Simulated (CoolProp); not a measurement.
Decamethylcyclopentasiloxane (D5) along the isobar 1.01 bar: Z from the reference equation and from simpler models built on Tc = 345.1 °C, pc = 10.78 bar, ω = 0.631; each cubic takes its own stable root.

Model: reference Helmholtz-energy equation of state, Thol 2019, in CoolProp.

```csv
T (°C),phase,reference
-22.05,liquid,0.01785
15.65,liquid,0.01618
53.45,liquid,0.01493
91.15,liquid,0.01400
128.85,liquid,0.01331
166.65,liquid,0.01282
204.35,liquid,0.01254
242.15,gas,0.9293
279.85,gas,0.9468
```

Problem. How far does each simpler model (van der Waals, Redlich-Kwong, Peng-Robinson) lie from the reference over these 9 states: mean and median of the absolute difference, and the worst?

Solution. 
- van der Waals: mean 2419.5 %, median 85.6 %, worst +7445.5 % at 204.35 °C and 1.01 bar
- Redlich-Kwong: mean 1605.5 %, median 24.5 %, worst +7317.9 % at 204.35 °C and 1.01 bar
- Peng-Robinson: mean 2.8 %, median 1.6 %, worst +8.2 % at -22.05 °C and 1.01 bar

At some of these states van der Waals, Redlich-Kwong gives the other phase, because its saturation line lies elsewhere.
